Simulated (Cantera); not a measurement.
An adiabatic, constant-volume homogeneous reactor starts with CH₄ : H₂ : O₂ : N₂ = 1 : 0.24 : 1.01 : 6.16 (molar parts), equivalence ratio 2.1, at 1225 K and 101000 Pa. Integrator tolerance rtol = 1e-08.

Computed with Cantera and GRI-Mech 3.0 (53 species, 325 reactions).

### Question
What does this change do: N2 6.16 to 4.7 parts?

### Answer
```json
[
 {"quantity": "time of steepest temperature rise", "before": "11.7 ms", "after": "8.94 ms"},
 {"quantity": "temperature at 0.600 s", "before": "2291 K", "after": "2444 K"},
 {"quantity": "equilibrium temperature", "before": "2291 K", "after": "2444 K"},
 {"quantity": "x(CH₄) at 0.600 s", "before": "9.86e-11 (gas-phase equilibrium 1.12e-10)", "after": "9.41e-11 (gas-phase equilibrium 1.06e-10)"},
 {"quantity": "x(H₂) at 0.600 s", "before": "0.140 (gas-phase equilibrium 0.140)", "after": "0.164 (gas-phase equilibrium 0.164)"},
 {"quantity": "x(O₂) at 0.600 s", "before": "8.79e-7 (gas-phase equilibrium 8.79e-7)", "after": "4.29e-6 (gas-phase equilibrium 4.29e-6)"},
 {"quantity": "x(HO₂) at 0.600 s", "before": "8.68e-10 (gas-phase equilibrium 8.68e-10)", "after": "4.93e-9 (gas-phase equilibrium 4.93e-9)"},
 {"quantity": "x(CH₂CO) at 0.600 s", "before": "<1e-12 (gas-phase equilibrium <1e-12)", "after": "<1e-12 (gas-phase equilibrium <1e-12)"}
]
```

### Question
What does this change do: initial temperature 1225 to 1548 K?

### Answer
```
quantity                                                              before                                      after
---------------------------------  -----------------------------------------  -----------------------------------------
time of steepest temperature rise                                    11.7 ms                                   0.597 ms
temperature at 0.600 s                                                2291 K                                     2547 K
equilibrium temperature                                               2291 K                                     2547 K
x(CH₄) at 0.600 s                  9.86e-11 (gas-phase equilibrium 1.12e-10)  2.35e-11 (gas-phase equilibrium 2.64e-11)
x(H₂) at 0.600 s                         0.140 (gas-phase equilibrium 0.140)        0.136 (gas-phase equilibrium 0.136)
x(O₂) at 0.600 s                     8.79e-7 (gas-phase equilibrium 8.79e-7)    1.47e-5 (gas-phase equilibrium 1.47e-5)
x(HO₂) at 0.600 s                  8.68e-10 (gas-phase equilibrium 8.68e-10)    1.41e-8 (gas-phase equilibrium 1.41e-8)
x(CH₂CO) at 0.600 s                    <1e-12 (gas-phase equilibrium <1e-12)      <1e-12 (gas-phase equilibrium <1e-12)
```
